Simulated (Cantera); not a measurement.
Input (Python, Cantera):

```python
import numpy as np
import cantera as ct

gas = ct.Solution("gri30.yaml")
gas.TPX = 475, 1000000, {'CO': 1, 'H2': 0.54, 'O2': 0.55, 'N2': 2.07, 'CO2': 0.39}
flame = ct.FreeFlame(gas, width=0.008)
flame.set_refine_criteria(ratio=3, slope=0.08, curve=0.16)
flame.transport_model = "mixture-averaged"
flame.solve(loglevel=0, auto=True)
z, T = flame.grid, flame.T
thick = (T[-1] - T[0]) / np.gradient(T, z).max()
show = ['CO', 'H2', 'O2', 'NO', 'HO2', 'O']
print(f"laminar burning velocity  {flame.velocity[0] * 100:.3f} cm/s")
print(f"burnt temperature         {T[-1]:.1f} K")
print(f"thermal thickness         {thick * 1e3:.4f} mm")
print(f"grid points               {len(z)}")
z0 = z[flame.heat_release_rate.argmax()]
print(f"{'z/mm':>9s}{'T/K':>9s}{'u/(m/s)':>9s}" + "".join(f"{s:>11s}" for s in show))
rows = []
for k in (-3, -2, -1.5, -1, -0.5, -0.25, 0, 0.25, 0.5, 1, 2, 4, 8):
    zz = z0 + k * thick
    rows.append([k * thick, np.interp(zz, z, T), np.interp(zz, z, flame.velocity),
                 *(np.interp(zz, z, flame.X[gas.species_index(s)]) for s in show)])
    print(f"{rows[-1][0] * 1e3:9.3f}{rows[-1][1]:9.1f}{rows[-1][2]:9.3f}" + "".join(f"{x:11.3e}" for x in rows[-1][3:]))
```

It prints:

```
laminar burning velocity  107.778 cm/s
burnt temperature         2271.1 K
thermal thickness         0.0393 mm
grid points               112
     z/mm      T/K  u/(m/s)         CO         H2         O2         NO        HO2          O
   -0.118    475.0    1.077  2.200e-01  1.179e-01  1.210e-01  2.630e-12  1.101e-08  1.110e-12
   -0.079    475.4    1.075  2.206e-01  1.155e-01  1.213e-01  5.163e-11  2.119e-07  7.571e-11
   -0.059    477.1    1.074  2.215e-01  1.114e-01  1.218e-01  3.617e-10  1.458e-06  9.867e-10
   -0.039    491.9    1.096  2.238e-01  1.004e-01  1.228e-01  4.921e-09  1.873e-05  2.466e-08
   -0.020    655.3    1.424  2.239e-01  7.177e-02  1.185e-01  1.694e-07  4.053e-04  3.866e-06
   -0.010   1005.1    2.149  2.108e-01  4.933e-02  9.941e-02  1.226e-06  7.808e-04  1.662e-04
    0.000   1425.7    2.999  1.851e-01  2.798e-02  6.694e-02  3.718e-06  3.385e-04  1.440e-03
    0.010   1703.4    3.531  1.581e-01  1.537e-02  3.903e-02  7.655e-06  1.370e-04  2.768e-03
    0.020   1861.3    3.815  1.383e-01  1.123e-02  2.390e-02  1.174e-05  6.574e-05  2.888e-03
    0.039   2017.1    4.082  1.187e-01  1.019e-02  1.245e-02  1.779e-05  2.586e-05  2.068e-03
    0.079   2133.5    4.280  1.075e-01  9.743e-03  6.213e-03  2.397e-05  9.871e-06  1.040e-03
    0.157   2205.8    4.403  1.017e-01  9.093e-03  2.772e-03  2.908e-05  3.422e-06  4.177e-04
    0.314   2244.3    4.468  9.860e-02  8.717e-03  1.034e-03  3.280e-05  9.888e-07  1.453e-04
```

Cantera simulation using GRI-Mech 3.0 (53 species, 325 reactions); the numbers are that mechanism's predictions, not measurements. The hydrogen kinetics of GRI-Mech 3.0 are dated; newer H2 mechanisms differ, most at raised pressure. Burning velocities carry a grid error of a few per cent, more on coarse grids.
